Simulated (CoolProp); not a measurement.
R1233zd(E) at several states: Z from the reference equation and from simpler models built on Tc = 438.9 K, pc = 3583 kPa, ω = 0.304; each cubic takes its own stable root.

Computed with CoolProp (reference Helmholtz-energy equation of state, Akasaka 2022).

| T (K) | p (kPa) | phase | reference | van der Waals | Redlich-Kwong |
|---|---|---|---|---|---|
| 300.7 | 62.3 | gas | 0.9776 | 0.9874 | 0.9828 |
| 204.4 | 633 | liquid | 0.03309 | 0.05668 | 0.03815 |
| 205.3 | 67.6 | liquid | 0.003524 | 0.006045 | 0.004064 |
| 326.3 | 71.8 | gas | 0.9804 | 0.9879 | 0.9842 |
| 371 | 13.6 | gas | 0.9976 | 0.9983 | 0.9979 |
| 212.1 | 1760 | liquid | 0.08953 | 0.1526 | 0.1031 |
